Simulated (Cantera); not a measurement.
## Equilibrium for boron, boron nitride and boron oxide: borazine + H2O + N2

Charge: 1 mol borazine, 0.8 mol H2O, 39 mol N2, held at 0.330 Torr.

Method: chemical equilibrium by Gibbs-energy minimisation in Cantera with the NASA 1993 tables (ideal gas, pure condensed phases). Candidate condensed phases: B, BN, B2O3, B3O3H3, H2O; 39 gas species. The feed counts by its element totals alone. Mutual solubility and eutectic melting of coexisting phases are not modelled. Kinetics and transport are ignored.

From 948 K to 1348 K the condensed part is BN(s) + B2O3(l). At 1398 K the condensed part is BN(s). The main B-bearing gas is HBO2 at 948 K and B2O3 at 1398 K.

```csv
T (K),x N2,x H2,x B2O3,x HBO2,n BN(s),n B2O3(l)
948,0.912,0.0882,5.48e-10,3.16e-6,2.47,0.266
998,0.912,0.0882,6.92e-9,9.52e-6,2.47,0.265
1048,0.912,0.0882,6.80e-8,2.56e-5,2.47,0.265
1098,0.912,0.0881,5.37e-7,6.25e-5,2.47,0.264
1148,0.912,0.0881,3.52e-6,0.000140,2.47,0.262
1198,0.912,0.0880,1.96e-5,0.000293,2.47,0.256
1248,0.911,0.0878,9.43e-5,0.000574,2.48,0.244
1298,0.911,0.0875,0.000400,0.00106,2.48,0.215
1348,0.909,0.0867,0.00152,0.00187,2.49,0.137
1398,0.906,0.0857,0.00385,0.00256,2.48,0
```
x: gas mole fraction; n: condensed amount in mol.
